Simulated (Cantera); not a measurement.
Cantera with NASA thermochemical tables; ideal gases at 1 bar, condensed phases pure. Values are per mole of reaction as written; species without (g) are pure solids or liquids, kept so even where they would boil at 1 bar.

H₂(g) + 2 B₂O₃(g) + 2 OH(g) → 4 HBO₂(g), with ΔH° = -649.4 kJ and ΔS° = -107.1 J/K at 300 K.

Q: How far is the shortcut ΔG° ≈ ΔH°(300 K) − T·ΔS°(300 K) from the full temperature-dependent value at 973, 1023, 1073, 1123, 1173, 1223 K?

A: 
| T (K) | shortcut (kJ) | full (kJ) | difference (kJ) | difference in log10 K |
|---|---|---|---|---|
| 973 | -545.2 | -525.2 | -19.9 | 1.07 |
| 1023 | -539.8 | -517.7 | -22.1 | 1.13 |
| 1073 | -534.4 | -510.1 | -24.3 | 1.19 |
| 1123 | -529.1 | -502.5 | -26.6 | 1.24 |
| 1173 | -523.7 | -494.8 | -28.9 | 1.29 |
| 1223 | -518.4 | -487.1 | -31.3 | 1.34 |
The shortcut ignores the heat-capacity change of the reaction.
